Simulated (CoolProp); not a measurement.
The fluid at 288.57 K and 0.227 MPa flows at 8.4 m/s in a round tube of 50 mm bore and 45 µm roughness, fully developed (64/Re and Nu = 3.66 if laminar; Colebrook and Gnielinski if turbulent). The same conditions are run with several fluids, on thermodynamics alone (safety and materials aside).

Values from CoolProp's reference Helmholtz-energy equation of state of each fluid (methane: Setzmann 1991; R507A: Lemmon 2003; R410A: Lemmon 2003; R143a: Lemmon and Jacobsen 2000; R13: Platzer 1990). The equations of Platzer and Polt are older, rougher fits. Blends and air are pseudo-pure fits.

Problem. Rank methane, R507A, R410A, R143a, R13 by Reynolds number, highest first.

Solution. R507A (348000), R143a (324000), R13 (305000), R410A (239000), methane (58700)

| fluid | Darcy friction factor | pressure drop (Pa/m) | heat-transfer coefficient (W/(m² K)) | mass flow (kg/h) |
|---|---|---|---|---|
| methane | 0.0232 | 25.0 | 92.9 | 90.5 |
| R507A | 0.0200 | 138 | 197 | 580 |
| R410A | 0.0204 | 102 | 138 | 422 |
| R143a | 0.0201 | 118 | 190 | 494 |
| R13 | 0.0202 | 144 | 154 | 601 |

Transport values come from each fluid's own correlations; those of R143a, R13 are estimates that may be off by 10 % or more.
